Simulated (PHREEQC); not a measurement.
Dissolve 0.081 mol KOH, 0.0058 mol Na2SO4 and 0.0016 mol H4SiO4 per kg of water at 25 °C. Closed to the air; pH follows from the charge balance.

The numbers come from PHREEQC with the ion-association model, phreeqc.dat.

Task: The ionic strength comes out as 0.0970 mol/kgw. What activity coefficients do Na+, SO4-2, KSO4-, NaSO4-, H3SiO4- get?

Result: Na+ 0.79, SO4-2 0.38, KSO4- 0.79, NaSO4- 0.79, H3SiO4- 0.77.

No solid was allowed to form.
